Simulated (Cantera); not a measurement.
## Thermodynamics of oxide etching and cleaning by halides, feed MgO + HF + F2

Feed: 1 mol MgO, 2.1 mol HF, 0.62 mol F2, at 33.0 mbar.

Method: chemical equilibrium by Gibbs-energy minimisation in Cantera with the NASA 1993 tables (ideal gas, pure condensed phases). Candidate condensed phases: H2O, Mg, MgF2, MgO, Mg(OH)2; 31 gas species. Mutual solubility and eutectic melting of coexisting phases are not modelled. Rates play no part.

```json
[
 {"T (K)": "1500", "x HF": "0.659", "x MgF2": "0.00167", "x H2O": "0.187", "x O2": "0.152", "x OH": "0.000232", "x O": "8.71e-6", "x Mg2F4": "4.31e-7", "n MgF2(s)": "0.997", "n MgF2(l)": "0", "n MgO(s)": "0"},
 {"T (K)": "1550", "x HF": "0.708", "x MgF2": "0.00418", "x H2O": "0.141", "x O2": "0.146", "x OH": "0.000303", "x O": "1.65e-5", "x Mg2F4": "1.43e-6", "n MgF2(s)": "0", "n MgF2(l)": "0.910", "n MgO(s)": "0.0807"},
 {"T (K)": "1600", "x HF": "0.742", "x MgF2": "0.00886", "x H2O": "0.108", "x O2": "0.141", "x OH": "0.000390", "x O": "3.00e-5", "x Mg2F4": "3.54e-6", "n MgF2(s)": "0", "n MgF2(l)": "0.837", "n MgO(s)": "0.144"},
 {"T (K)": "1650", "x HF": "0.764", "x MgF2": "0.0178", "x H2O": "0.0813", "x O2": "0.137", "x OH": "0.000487", "x O": "5.27e-5", "x Mg2F4": "8.26e-6", "n MgF2(s)": "0", "n MgF2(l)": "0.764", "n MgO(s)": "0.195"},
 {"T (K)": "1700", "x HF": "0.772", "x MgF2": "0.0344", "x H2O": "0.0606", "x O2": "0.132", "x OH": "0.000591", "x O": "8.93e-5", "x Mg2F4": "1.82e-5", "n MgF2(s)": "0", "n MgF2(l)": "0.682", "n MgO(s)": "0.237"},
 {"T (K)": "1750", "x HF": "0.765", "x MgF2": "0.0636", "x H2O": "0.0443", "x O2": "0.126", "x OH": "0.000695", "x O": "0.000146", "x Mg2F4": "3.82e-5", "n MgF2(s)": "0", "n MgF2(l)": "0.573", "n MgO(s)": "0.270"},
 {"T (K)": "1800", "x HF": "0.737", "x MgF2": "0.113", "x H2O": "0.0311", "x O2": "0.118", "x OH": "0.000781", "x O": "0.000230", "x Mg2F4": "7.64e-5", "n MgF2(s)": "0", "n MgF2(l)": "0.405", "n MgO(s)": "0.297"},
 {"T (K)": "1850", "x HF": "0.678", "x MgF2": "0.195", "x H2O": "0.0203", "x O2": "0.106", "x OH": "0.000825", "x O": "0.000345", "x Mg2F4": "0.000147", "n MgF2(s)": "0", "n MgF2(l)": "0.111", "n MgO(s)": "0.319"},
 {"T (K)": "1900", "x HF": "0.649", "x MgF2": "0.226", "x H2O": "0.0210", "x O2": "0.102", "x OH": "0.00110", "x O": "0.000524", "x Mg2F4": "0.000131", "n MgF2(s)": "0", "n MgF2(l)": "0", "n MgO(s)": "0.315"}
]
```
x: gas mole fraction; n: condensed amount in mol.

At 1500 K the condensed part is MgF2(s). From 1550 K to 1850 K the condensed part is MgF2(l) + MgO(s). At 1900 K the condensed part is MgO(s). The main Mg-bearing gas is MgF2 throughout. The share of Mg in condensed phases is highest at 1500 K (99.7 %) and lowest at 1900 K (31.5 %).
